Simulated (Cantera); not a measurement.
Charge: 1 mol (CH3)2SiCl2, 0.52 mol CH4, 1800 mol H2, 0.04 mol C2H2, equilibrated at 34000 Pa.

Method: chemical equilibrium by Gibbs-energy minimisation in Cantera with the NASA 1993 tables (ideal gas, pure condensed phases). Candidate condensed phases: C, C6H6, C7H8, C8H18, Si, SiC; 109 gas species. The feed counts by its element totals alone. Gases not in the tables: Si2H6 and higher silanes. Equilibrium is a limit: real reactors are often held back by kinetics, nucleation or transport.

**Question.** Which condensed phases are stable at each of these points (T (K)): 925, 1075, 1225, 1375, 1525, 1675, 1825, 1975, 2125, 2275, 2425, 2575?

**Answer.** 
```json
[
 {"T (K)": "925", "condensed phases": "SiC(s)", "Si condensed (%)": "99.4"},
 {"T (K)": "1075", "condensed phases": "SiC(s)", "Si condensed (%)": "100.0"},
 {"T (K)": "1225", "condensed phases": "SiC(s)", "Si condensed (%)": "100.0"},
 {"T (K)": "1375", "condensed phases": "SiC(s)", "Si condensed (%)": "100.0"},
 {"T (K)": "1525", "condensed phases": "C(graphite) + SiC(s)", "Si condensed (%)": "100.0"},
 {"T (K)": "1675", "condensed phases": "C(graphite) + SiC(s)", "Si condensed (%)": "100.0"},
 {"T (K)": "1825", "condensed phases": "C(graphite) + SiC(s)", "Si condensed (%)": "99.7"},
 {"T (K)": "1975", "condensed phases": "SiC(s)", "Si condensed (%)": "97.2"},
 {"T (K)": "2125", "condensed phases": "SiC(s)", "Si condensed (%)": "73.3"},
 {"T (K)": "2275", "condensed phases": "gas only", "Si condensed (%)": "0.0"},
 {"T (K)": "2425", "condensed phases": "gas only", "Si condensed (%)": "0.0"},
 {"T (K)": "2575", "condensed phases": "gas only", "Si condensed (%)": "0.0"}
]
```

From 925 K to 1375 K the condensed part is SiC(s). From 1525 K to 1825 K the condensed part is C(graphite) + SiC(s). From 1975 K to 2125 K the condensed part is SiC(s). From 2275 K to 2575 K nothing is condensed.
